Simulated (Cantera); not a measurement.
An isothermal plug-flow reactor at 1150 K and 1.09 atm (inlet), inlet velocity 0.76 m/s, active area per volume 2000 1/m; feed 0.428 % CH4, 3.05 % O2, 96.5 % N2, equivalence ratio 0.28.

Model: Deutschmann's 1995 Pt surface mechanism with GRI-Mech 3.0 gas chemistry, integrated in Cantera. Catalytic surfaces can have several steady states; this one follows from the mechanism file's or the stated starting coverage. Mass transfer to the wall is taken as infinitely fast.

### Question
Predict: x(CH4) at z = 0.003 m; x(O2) at z = 0.003 m; x(H2O) at z = 0.003 m; x(CO2) at z = 0.003 m; x(CO) at z = 0.003 m; θ(free Pt) at the exit; θ(O*) at the exit; θ(OH*) at the exit.

### Answer
```json
{
 "x(CH4) at z = 0.003 m": "7.55e-5",
 "x(O2) at z = 0.003 m": "0.0222",
 "x(H2O) at z = 0.003 m": "0.00837",
 "x(CO2) at z = 0.003 m": "0.00418",
 "x(CO) at z = 0.003 m": "1.03e-7",
 "θ(free Pt) at the exit": "0.460",
 "θ(O*) at the exit": "0.539",
 "θ(OH*) at the exit": "0.00136"
}
```
